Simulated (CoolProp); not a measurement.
The fluid at 293.15 K and 0.753 MPa expands adiabatically to 0.404 MPa with isentropic efficiency 0.85. The same conditions are run with several fluids, on thermodynamics alone (safety and materials aside).

Model: reference Helmholtz-energy equation of state of each fluid (CH2F2 (R32): Tillner-Roth 1997; carbon dioxide: Span 1996; methane: Setzmann 1991; oxygen: Schmidt 1985; R13: Platzer 1990), in CoolProp. The equations of Platzer and Polt are older, rougher fits.

Q: Rank CH2F2 (R32), carbon dioxide, methane, oxygen, R13 by work (kJ/kg), highest first.

A: methane (73.7), oxygen (36.7), carbon dioxide (26.2), CH2F2 (R32) (21.0), R13 (11.1)

| fluid | final temperature (K) | final density (kg/m³) |
|---|---|---|
| CH2F2 (R32) | 261.6 | 10.6 |
| carbon dioxide | 258.5 | 8.55 |
| methane | 258.2 | 3.05 |
| oxygen | 252.4 | 6.19 |
| R13 | 271.7 | 19.7 |
